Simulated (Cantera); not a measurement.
Input: 1 mol SiCl4, 1.1 mol Cl2, 4 mol H2, equilibrated at 13.0 bar.

These are equilibrium values from Cantera (NASA tables, ideal gas, pure condensed phases), not measurements of a reactor. Candidate condensed phases: Si; 19 gas species. The tables' values for SiCl3 are old estimates; treat these amounts as uncertain. Kinetics and transport are ignored.

At 1225 K, list the 4 most abundant gas species with their mole fractions, and the condensed phases.

H2 0.469, HCl 0.367, SiCl4 0.157, SiHCl3 0.00626. Condensed: gas only.
